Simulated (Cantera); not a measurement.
Input (Python, Cantera) and output of one run.

```python
import numpy as np
import cantera as ct

gas_names = """
    C CH CH2 CH3 CH2OH CH3O CH4 CH3OH CN CO CO2 COOH C2 C2H CHCO,ketyl C2H2,acetylene C2H2,vinylidene
    CH2CO,ketene C2H3,vinyl CH3CN CH3CO,acetyl C2H4 C2H4O,ethylen CH3CHO,ethanal CH3COOH (HCOOH)2 C2H5
    C2H6 CH3OCH3 C2H5OH CCN CNC C2N2 C2O C3 C3H3,propargyl C3H4,allene C3H4,propyne C3H4,cyclo-
    C3H5,allyl C3H6,propylene C3H6,cyclo- C3H6O C3H7,n-propyl C3H7,i-propyl C3H8 C3H8O,1propanol
    C3H8O,2propanol C3O2 C4 C4H2 C4H4,1,3-cyclo- C4H6,butadiene C4H6,2-butyne C4H6,cyclo- C4H8,1-butene
    C4H8,cis2-buten C4H8,tr2-butene C4H8,isobutene C4H8,cyclo- (CH3COOH)2 C4H9,n-butyl C4H9,i-butyl
    C4H9,s-butyl C4H9,t-butyl C4H10,isobutane C4H10,n-butane C4N2 C5 C5H6,1,3cyclo- C5H8,cyclo-
    C5H10,1-pentene C5H10,cyclo- C5H11,pentyl C5H11,t-pentyl C5H12,n-pentane C5H12,i-pentane
    CH3C(CH3)2CH3 C6H2 C6H5,phenyl C6H5O,phenoxy C6H6 C6H5OH,phenol C6H10,cyclo- C6H12,1-hexene
    C6H12,cyclo- C6H13,n-hexyl C7H7,benzyl C7H8 C7H8O,cresol C7H14,1-heptene C7H15,n-heptyl
    C7H16,n-heptane C8H8,styrene C8H10,ethylbenz C8H16,1-octene C8H17,n-octyl C8H18,isooctane
    C8H18,n-octane C9H19,n-nonyl C10H8,naphthale C10H21,n-decyl C12H9,o-bipheny C12H10,bipheny H HCN HCO
    HCCN HNC HNCO HNO HNO2 HNO3 HO2 H2 HCHO,formaldehy HCOOH H2O H2O2 N NCO NH NH2 NH3 NH2OH NO NO2 NO3
    N2 N2H2 N2H4 N2O O OH O2 O3
""".split()
cond_names = """
    C(gr) C6H6(L) C7H8(L) C8H18(L),n-octa H2O(s) H2O(L)
""".split()


def load(file, names, dense=False):
    # The tables refer to 1 bar. Condensed volumes are neglected.
    table = {s.name: s for s in ct.Species.list_from_file(file)}
    out = []
    for n in names:
        d = dict(table[n].input_data)
        d["thermo"] = dict(d["thermo"], **{"reference-pressure": 1e5})
        if dense:
            d["equation-of-state"] = {"model": "constant-volume", "density": "1e6 g/cm^3"}
        out.append(ct.Species.from_dict(d))
    return out


gas = ct.Solution(thermo="ideal-gas", species=load("nasa_gas.yaml", gas_names))
cond = {s.name: ct.Solution(thermo="fixed-stoichiometry", species=[s], name=s.name)
        for s in load("nasa_condensed.yaml", cond_names, dense=True)}
atoms = {
    'CH3OH': {'C': 1, 'H': 4, 'O': 1},
    'CO2': {'C': 1, 'O': 2},
    'N2': {'N': 2},
}
top_T = {'C(gr)': 4500}  # K; cautious upper limits of use, not melting points


def equilibrate(T, P, feed):
    n = {}
    for name, mol in feed.items():
        for a, k in atoms[name].items():
            n[a] = n.get(a, 0.0) + k * mol
    gas.TPX = T, P, n
    mass = sum(n.values()) * gas.mean_molecular_weight
    gas.equilibrate("TP")
    valid = [c for c in cond.values() if c.min_temp <= T <= top_T.get(c.name, c.max_temp)]
    mix = ct.Mixture([(gas, mass / gas.mean_molecular_weight)] + [(c, 0.0) for c in valid])
    mix.T, mix.P = T, P
    mix.equilibrate("TP", solver="vcs", rtol=1e-11, max_steps=5000)
    return mix


results = []
feed = {'CH3OH': 1, 'CO2': 0.35, 'N2': 1.3}  # mol
P = 13332.2  # Pa
for T in [975, 1125, 1275, 1425, 1575, 1725, 1875, 2025, 2175, 2325, 2475]:
    mix = equilibrate(T, P, feed)
    results.append((T, P, feed, dict(zip(mix.species_names, mix.species_moles))))

top = {s: max(r[3][s] / sum(r[3][g] for g in gas_names) for r in results) for s in gas_names}
cols = sorted((s for s in top if top[s] > 0.0001), key=lambda s: -top[s])[:6]
seen = [c for c in cond_names if any(r[3].get(c, 0) > 1e-12 for r in results)]
print("log10 of partial pressures in bar; condensed amounts in mol")
print(f"{'T/K':>10s}" + "".join(f"{s[:9]:>10s}" for s in cols + seen))
for T, P, feed, n in results:
    ng = sum(n[g] for g in gas_names)
    print(f"{T:10.4g}" + "".join(f"{np.log10(max(n[s] / ng * P / 1e5, 1e-99)):10.3f}" for s in cols)
          + "".join(f"{n.get(c, 0):10.4g}" for c in seen))
```

It prints:

```
log10 of partial pressures in bar; condensed amounts in mol
       T/K        H2        N2        CO       H2O       CO2         H
       975    -1.282    -1.428    -1.474    -2.302    -2.290    -9.583
      1125    -1.291    -1.429    -1.458    -2.208    -2.416    -7.998
      1275    -1.298    -1.429    -1.447    -2.153    -2.523    -6.782
      1425    -1.303    -1.429    -1.440    -2.119    -2.613    -5.818
      1575    -1.307    -1.429    -1.436    -2.098    -2.689    -5.035
      1725    -1.309    -1.429    -1.433    -2.083    -2.752    -4.386
      1875    -1.312    -1.429    -1.430    -2.073    -2.805    -3.839
      2025    -1.315    -1.429    -1.429    -2.066    -2.850    -3.373
      2175    -1.320    -1.430    -1.429    -2.062    -2.887    -2.971
      2325    -1.329    -1.433    -1.430    -2.063    -2.919    -2.623
      2475    -1.344    -1.437    -1.434    -2.070    -2.947    -2.320
```

Equilibrium computed with Cantera from the NASA thermochemical tables; the gas is ideal and each condensed phase is pure.
